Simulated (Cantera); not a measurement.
A perfectly stirred reactor is fed with 77.5 % NO, 22.5 % N₂, at 14.3 Torr; it is held at 1975 K, and followed from long to short residence time.

Computed with Cantera and GRI-Mech 3.0 (53 species, 325 reactions). Radical loss at walls, strong at low pressure, is not modelled.

x: mole fraction; the columns are a selection and need not sum to one.

```csv
τ (s),x NO,x N₂O,x O₂,x O,x NO₂,x N₂
0.84,0.735,0.000174,0.0196,0.000827,(withheld),0.245
0.46,0.754,0.000187,0.0100,0.000712,(withheld),0.235
0.26,0.764,0.000192,0.00525,0.000630,(withheld),0.230
0.14,0.769,0.000188,0.00251,0.000552,(withheld),0.227
0.079,0.772,0.000178,0.00120,0.000472,(withheld),0.226
0.043,0.774,0.000156,0.000489,0.000370,(withheld),0.225
0.024,0.774,0.000127,0.000178,0.000262,(withheld),0.225
0.013,0.775,9.20e-5,5.19e-5,0.000158,(withheld),0.225
0.0074,0.775,6.24e-5,1.53e-5,9.05e-5,(withheld),0.225
0.0041,0.775,3.88e-5,4.22e-6,4.86e-5,(withheld),0.225
```

**Question.** Complete the blanks.

**Answer.** 
- 0.84, x NO₂: 5.42e-5
- 0.46, x NO₂: 4.31e-5
- 0.26, x NO₂: 3.60e-5
- 0.14, x NO₂: 3.06e-5
- 0.079, x NO₂: 2.65e-5
- 0.043, x NO₂: 2.18e-5
- 0.024, x NO₂: 1.64e-5
- 0.013, x NO₂: 1.01e-5
- 0.0074, x NO₂: 5.42e-6
- 0.0041, x NO₂: 2.39e-6
